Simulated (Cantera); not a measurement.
Feed: 1 mol Fe(CO)₅, 5.2 mol N₂, at 1448 K and 100 Torr.

Cantera equilibrium calculation (NASA polynomials, part measured and part estimated; ideal gas, pure solids and liquids). Candidate condensed phases: C, Fe, Fe(CO)₅, FeO, Fe₂O₃, Fe₃O₄; 27 gas species. Kinetics and transport are ignored.

Base state: N₂ 0.510, CO 0.490, CO₂ 3.42e-5 (mole fractions); condensed: Fe(γ).

Q: What changes in the equilibrium state with this change: Fe(CO)₅ replaced by HgO?

A: 
```json
[
 {"species": "N₂", "before": "0.510", "after": "0.776"},
 {"species": "Hg", "before": "0", "after": "0.149"},
 {"species": "O₂", "before": "<1e-9", "after": "0.0743"},
 {"species": "CO", "before": "0.490", "after": "0"},
 {"species": "NO", "before": "<1e-9", "after": "0.000555"},
 {"species": "CO₂", "before": "3.42e-5", "after": "0"},
 {"species": "Fe(γ), mol", "before": "1.000", "after": "0"}
]
```
Further candidate phases: Hg, HgO.
